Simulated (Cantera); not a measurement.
An adiabatic, constant-volume homogeneous reactor starts with CH₄ : CO : O₂ : N₂ = 1 : 0.51 : 1.13 : 6.99 (molar parts), equivalence ratio 2.0, at 1773 K and 180 Torr.

Detailed kinetics in Cantera: GRI-Mech 3.0 (53 species, 325 reactions).

One state of this run: T (K) = 2662; P (bar) = 0.399; x CH₄ = <1e-12; x CO = 0.122; x O₂ = 0.000445; x CH₃ = 1.00e-12; x CH₂ = <1e-12. x: mole fraction; the columns are a selection and need not sum to one.

### Question
Which value of t (s) does it belong to?
A. 6.98e-5
B. 0.400
C. 3.00e-6
D. 0.000337

### Answer
B, 0.400
